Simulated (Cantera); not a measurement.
A perfectly stirred reactor is fed with CH₄ : O₂ : N₂ = 0.0061 : 0.0067 : 1 (molar parts), at 610000 Pa; it is held at 1500 K, and followed from long to short residence time.

Model: GRI-Mech 3.0 (53 species, 325 reactions), integrated in Cantera.

```csv
quantity,before,after
x(CH₄) at τ = 8.60 s,0.000840,0.00241
x(O₂) at τ = 8.60 s,3.91e-5,0.00139
x(H₂) at τ = 8.60 s,0.00320,0.00118
x(H₂O₂) at τ = 8.60 s,1.60e-11,1.12e-6
x(N₂O) at τ = 8.60 s,3.03e-10,5.76e-9
x(CH₄) at τ = 67.0 ms,0.00144,0.00602
x(O₂) at τ = 67.0 ms,0.00105,0.00662
x(H₂) at τ = 67.0 ms,0.00225,6.66e-11
x(H₂O₂) at τ = 67.0 ms,6.98e-10,5.28e-11
x(N₂O) at τ = 67.0 ms,1.58e-8,<1e-12
```

### Question
Which change was made?
A. CH4 0.0061 to 0.011 parts
B. temperature 1500 to 925 K
C. N2 1 to 3.9 parts
D. temperature 1500 to 948 K

### Answer
B, temperature 1500 to 925 K
